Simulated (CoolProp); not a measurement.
Values from CoolProp's reference Helmholtz-energy equation of state, Thol 2017.

Task: For octamethyltrisiloxane (MDM), give the phase and the isothermal compressibility (1/MPa), expansivity (1/kK), fugacity coefficient at 494 K and 0.0682 MPa.

Result: 
- 494 K and 0.0682 MPa: gas; isothermal compressibility 15.1, expansivity 2.24, fugacity coefficient 0.974
